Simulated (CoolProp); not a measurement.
Properties of the fluoroketone C6F12O (FK-5-1-12) along the isotherm 480.1 K (Tc = 441.8 K, pc = 1.869 MPa, ω = 0.471).

Model: reference Helmholtz-energy equation of state, McLinden 2015, in CoolProp.

```
p (MPa)          phase  density (kg/m³)  cp (kJ/(kg K))  speed of sound (m/s)  expansivity (1/kK)
-------  -------------  ---------------  --------------  --------------------  ------------------
1.25               gas            121.8           1.113                 93.55                 [?]
2.49     supercritical            345.9           1.389                 69.10                 [?]
3.74     supercritical            730.6           1.557                 84.14               14.37
4.98     supercritical            890.9           1.385                 124.4               7.553
6.23     supercritical              [?]           1.321                   [?]                 [?]
7.48     supercritical             1027             [?]                 182.0                 [?]
8.72     supercritical             1067           1.265                 204.2               3.620
9.97     supercritical             1100           1.250                 223.9               3.185
11.2     supercritical             1127           1.239                 241.5               2.874
12.5     supercritical             1152           1.230                 258.4               2.625
13.7     supercritical             1172           1.224                 272.9               2.442
15       supercritical             1191           1.218                 287.6               2.281
16.2     supercritical             1207           1.213                 300.3               2.157
17.4     supercritical             1222           1.209                 312.3               2.051
18.7     supercritical             1237           1.206                 324.6               1.952
```

Q: Some entries are withheld; supply them.

A: 
- 1.25, expansivity (1/kK): 4.398
- 2.49, expansivity (1/kK): 13.49
- 6.23, density (kg/m³): 972.5
- 6.23, speed of sound (m/s): 156.0
- 6.23, expansivity (1/kK): 5.338
- 7.48, cp (kJ/(kg K)): 1.287
- 7.48, expansivity (1/kK): 4.260
